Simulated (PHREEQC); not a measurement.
Make-up at 25 °C: 27 mmol/kgw HF, 13 mmol/kgw KF, 0.076 mmol/kgw NaF and 0.15 mmol/kgw HCl. Closed to the air; pH follows from the charge balance.

The numbers come from PHREEQC with the ion-association model, wateq4f.dat.

This is a speciation only: nothing precipitates in the calculation.

**Question.** Order these F species by the share of F that they hold, largest first: F-, HF2-, HF, H2F2.

**Answer.** HF (55 %), F- (33 %), H2F2 (6.4 %), HF2- (5.6 %)

The pH is 2.90 and the ionic strength 0.0145 mol/kgw. Species that the database lacks are ignored. wateq4f.dat counts part of the HF as a dimer, H2F2, which phreeqc.dat doesn't know; its constant is uncertain.
